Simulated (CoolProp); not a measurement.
Aqueous lithium chloride as a coolant, 10 % by mass, freezing at -12.2 °C, 1 atm.

Computed with CoolProp (Melinder's fits for secondary coolants).

```json
[
 {"T (°C)": "-8.2", "viscosity (mPa s)": "3.20", "cp (kJ/(kg K))": "3.618", "conductivity (W/(m K))": "0.530", "Prandtl number": "21.8"},
 {"T (°C)": "-3.4", "viscosity (mPa s)": "2.69", "cp (kJ/(kg K))": "3.627", "conductivity (W/(m K))": "0.538", "Prandtl number": "18.2"},
 {"T (°C)": "1.3", "viscosity (mPa s)": "2.31", "cp (kJ/(kg K))": "3.635", "conductivity (W/(m K))": "0.545", "Prandtl number": "15.4"},
 {"T (°C)": "6.1", "viscosity (mPa s)": "2.01", "cp (kJ/(kg K))": "3.644", "conductivity (W/(m K))": "0.552", "Prandtl number": "13.2"},
 {"T (°C)": "10.9", "viscosity (mPa s)": "1.76", "cp (kJ/(kg K))": "3.653", "conductivity (W/(m K))": "0.560", "Prandtl number": "11.5"},
 {"T (°C)": "15.7", "viscosity (mPa s)": "1.56", "cp (kJ/(kg K))": "3.662", "conductivity (W/(m K))": "0.567", "Prandtl number": "10.1"},
 {"T (°C)": "20.4", "viscosity (mPa s)": "1.40", "cp (kJ/(kg K))": "3.671", "conductivity (W/(m K))": "0.574", "Prandtl number": "8.94"},
 {"T (°C)": "25.2", "viscosity (mPa s)": "1.26", "cp (kJ/(kg K))": "3.680", "conductivity (W/(m K))": "0.581", "Prandtl number": "7.96"},
 {"T (°C)": "30", "viscosity (mPa s)": "1.14", "cp (kJ/(kg K))": "3.690", "conductivity (W/(m K))": "0.589", "Prandtl number": "7.12"},
 {"T (°C)": "34.8", "viscosity (mPa s)": "1.03", "cp (kJ/(kg K))": "3.699", "conductivity (W/(m K))": "0.596", "Prandtl number": "6.39"},
 {"T (°C)": "39.5", "viscosity (mPa s)": "0.934", "cp (kJ/(kg K))": "3.708", "conductivity (W/(m K))": "0.603", "Prandtl number": "5.75"}
]
```
